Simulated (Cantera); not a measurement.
Input: 1 mol Cu, 0.5 mol CO2, 1 mol H2, at 1898 K and 1.40 mbar.

Equilibrium computed with Cantera from the NASA thermochemical tables; the gas is ideal and each condensed phase is pure. Candidate condensed phases: C, C6H6, C7H8, C8H18, Cu, CuO, Cu(OH)2, Cu2O, H2O; 113 gas species. Kinetics and transport are ignored.

Base state: Cu 0.397, H2 0.225, CO 0.169, H2O 0.168, CO2 0.0301, H 0.00990, OH 0.000607, Cu2 0.000399 (mole fractions); condensed: gas only.

What changes in the equilibrium state with this change: pressure from 1.40 mbar to 7.60 mbar?


```
species       before     after
----------  --------  --------
H2             0.225     0.300
CO             0.169     0.223
H2O            0.168     0.223
Cu             0.397     0.208
CO2           0.0301    0.0395
O            2.01e-5   3.67e-6
OH          0.000607  0.000299
H            0.00990   0.00491
Cu2         0.000399  0.000595
Cu(l), mol         0     0.602
```

What changes in the equilibrium state with this change: pressure from 1.40 mbar to 1.00 bar?


```csv
species,before,after
H2,0.225,0.382
CO,0.169,0.283
H2O,0.168,0.283
Cu,0.397,0.00158
CO2,0.0301,0.0498
O,2.01e-5,2.78e-8
Cu2,0.000399,4.52e-6
OH,0.000607,2.93e-5
H,0.00990,0.000483
"Cu(l), mol",0,0.998
```
